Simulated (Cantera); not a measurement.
Input (Python, Cantera) and output of one run.

```python
import numpy as np
import cantera as ct

gas_names = """
    B BH BH2 BH3 BN BO BO2 B2 B2O B2O2 B2O3 B3O3H3 H HBO HBO2 HNO HNO2 HNO3 HO2 H2 H2O H2O2 H3B3O6 N NH
    NH2 NH3 NH2OH NO NO2 NO3 N2 N2H2 N2H4 N2O O OH O2 O3
""".split()
cond_names = """
    B(b) B(L) BN(s) B2O3(L) B3O3H3(cr) H2O(s) H2O(L)
""".split()


# ... load() reads the species with a 1 bar reference pressure and builds the phases ...
atoms = {
    'borazine': {'B': 3, 'N': 3, 'H': 6},
    'O2': {'O': 2},
    'H2': {'H': 2},
    'N2': {'N': 2},
}
top_T = {'BN(s)': 3200}  # K; cautious upper limits of use, not melting points


# ... equilibrate(T, P, feed) seeds the gas with the atoms and calls Mixture.equilibrate('TP', solver="vcs", rtol=1e-11, max_steps=5000) ...
results = []
feed = {'borazine': 1, 'O2': 1.2, 'H2': 0.47, 'N2': 4.1}  # mol
T = 2273.15  # K
for P in [10, 37, 140, 520, 1900, 7200, 27000, 100000]:
    mix = equilibrate(T, P, feed)
    results.append((T, P, feed, dict(zip(mix.species_names, mix.species_moles))))

top = {s: max(r[3][s] / sum(r[3][g] for g in gas_names) for r in results) for s in gas_names}
cols = sorted((s for s in top if top[s] > 0.0001), key=lambda s: -top[s])[:6]
seen = [c for c in cond_names if any(r[3].get(c, 0) > 1e-12 for r in results)]
print("log10 of partial pressures in bar; condensed amounts in mol")
print(f"{'P/Pa':>10s}" + "".join(f"{s[:9]:>10s}" for s in cols + seen))
for T, P, feed, n in results:
    ng = sum(n[g] for g in gas_names)
    print(f"{P:10.4g}" + "".join(f"{np.log10(max(n[s] / ng * P / 1e5, 1e-99)):10.3f}" for s in cols)
          + "".join(f"{n.get(c, 0):10.4g}" for c in seen))
```

Output:

```
log10 of partial pressures in bar; condensed amounts in mol
      P/Pa        N2        H2         H        BO       HBO      B2O2      B(b)     BN(s)
        10    -4.395    -4.966    -4.558    -4.787    -6.253    -7.261         0         0
        37    -3.790    -4.193    -4.172    -4.213    -5.293    -6.113    0.2864         0
       140    -3.182    -3.505    -3.828    -3.664    -4.399    -5.015    0.4823         0
       520    -2.591    -2.882    -3.517    -3.183    -3.608    -4.053    0.5406         0
      1900    -2.023    -2.281    -3.216    -2.765    -2.889    -3.218         0    0.5833
      7200    -1.433    -1.684    -2.917    -2.409    -2.235    -2.506         0    0.6335
   2.7e+04    -0.851    -1.093    -2.622    -2.121    -1.651    -1.929         0    0.7497
     1e+05    -0.277    -0.503    -2.327    -1.906    -1.141    -1.500         0    0.9556
```

Equilibrium computed with Cantera from the NASA thermochemical tables; the gas is ideal and each condensed phase is pure. The feed counts by its element totals alone. The tables' values for BH2 are old estimates; treat these amounts as uncertain.
